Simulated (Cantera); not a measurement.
**Stirred combustor or abatement burner**

A perfectly stirred reactor is fed with 28.2 % CO, 1.33 % H₂, 14.8 % O₂, 55.6 % N₂, equivalence ratio 1.0, at 1900000 Pa; it is adiabatic with a 398 K inlet, and is followed from long to short residence time, starting on the burning branch (τ in s: 0.035, 0.013, 0.0051, 0.0019, 0.00072, 0.00027, 0.0001, 3.9e-05, 1.5e-05, 5.5e-06).

Computed with Cantera and GRI-Mech 3.0 (53 species, 325 reactions). The hydrogen kinetics of GRI-Mech 3.0 are dated; newer H2 mechanisms differ, most at raised pressure. The pressure lies above the range GRI-Mech 3.0 was tuned for (to about 10 atm).

```
τ (s)    T (K)    x CO      x H₂    x O₂      x NO    x HO₂
-------  -----  ------  --------  ------  --------  -------
0.035     2532  0.0294  0.000225  0.0116   0.00486  1.44e-6
0.013     2526  0.0303  0.000233  0.0123   0.00450  1.55e-6
0.0051    2513  0.0324  0.000249  0.0136   0.00384  1.80e-6
0.0019    2483  0.0370  0.000285  0.0163   0.00282  2.42e-6
0.00072   2431  0.0448  0.000348  0.0205   0.00174  3.94e-6
0.00027   2349  0.0564  0.000441  0.0264  0.000899  7.74e-6
0.00010   2235  0.0719  0.000559  0.0338  0.000406  1.71e-5
3.9e-5    2086  0.0914  0.000673  0.0431  0.000184  3.81e-5
1.5e-5     398   0.282    0.0133   0.148    <1e-12   <1e-12
5.5e-6     398   0.282    0.0133   0.148    <1e-12   <1e-12
```
x: mole fraction; the columns are a selection and need not sum to one.
